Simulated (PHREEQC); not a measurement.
Synthetic water in mmol/kgw, 65 °C, pH 7.73: Na 194; K 20.6; Ca 26.4; Mg 6.96; Cl 251; S(6) 13.3; Alkalinity (meq/kgw) 0.0697; Br 1.3; Li 0.292.

Cl is adjusted to close the charge balance.
Valence states are taken as typed.

The numbers come from PHREEQC with the Pitzer model, pitzer.dat.

Question: The ionic strength comes out as 0.328 mol/kgw. What activity coefficients do CO3-2, Br-, HCO3-, SO4-2, OH- get?

Answer: CO3-2 0.14, Br- 0.69, HCO3- 0.70, SO4-2 0.12, OH- 0.59. Single-ion values are on the MacInnes scale.

Precipitation was switched off in this run. Species that the database lacks are ignored. Away from 25 °C the constants follow the database's enthalpies or fits; those with neither stay at their 25 °C values.
